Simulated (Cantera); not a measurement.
## Gas-phase reforming

An isothermal, constant-pressure homogeneous reactor starts with 20.0 % CH4, 70.0 % H2O, 10.0 % H2, at 1625 K and 5630 Torr.

Cantera simulation using GRI-Mech 3.0 (53 species, 325 reactions); the numbers are that mechanism's predictions, not measurements.

```tsv
t (s)	x CH4	x H2O	x H2	x O	x CO
2.00e-6	0.200	0.700	0.100	1.26e-12	<1e-12
7.96e-6	0.200	0.700	0.100	1.34e-11	4.50e-10
3.17e-5	0.200	0.700	0.100	3.58e-11	8.38e-8
0.000126	0.198	0.700	0.101	5.52e-11	4.30e-6
0.000502	0.194	0.698	0.105	6.51e-11	7.85e-5
0.00200	0.177	0.689	0.124	5.45e-11	0.000448
0.00796	0.135	0.661	0.176	3.55e-11	0.00214
0.0317	0.0793	0.612	0.253	2.45e-11	0.00900
0.126	0.0609	0.541	0.322	2.25e-11	0.0290
0.502	0.0477	0.448	0.404	2.09e-11	0.0660
2.00	0.0212	0.372	0.480	1.74e-11	0.100
```
x: mole fraction; the columns are a selection and need not sum to one.

Equilibrium at this temperature and pressure: CH4 3.11e-6, H2O 0.333, H2 0.524, O 1.48e-11, CO 0.119 (gas phase only).
